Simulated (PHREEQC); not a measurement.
Make-up at 25 °C: 0.024 mol CdBr2 per kg of water. Closed to the air; pH follows from the charge balance.

Computed with PHREEQC (ion-association model, phreeqc.dat).

Each row changes one thing in this solution. This is a speciation only: nothing precipitates in the calculation.

```tsv
case	pH	ionic strength (mol/kgw)	Br- (mol/kgw)
as made	6.24	0.0366	0.0295
diluted 2-fold with water	6.30	0.0213	0.0164
CdBr2 from 0.024 to 0.036 mol/kgw	6.21	0.0500	0.0413
CdBr2 replaced by CaBr2 at the same molality	6.95	0.0720	0.0480
0.036 mol/kgw NaNO3 added	6.25	0.0745	0.0308
CdBr2 replaced by LiBr at the same molality	6.99	0.0240	0.0240
CdBr2 from 0.024 to 0.0048 mol/kgw	6.39	0.0102	0.00748
```
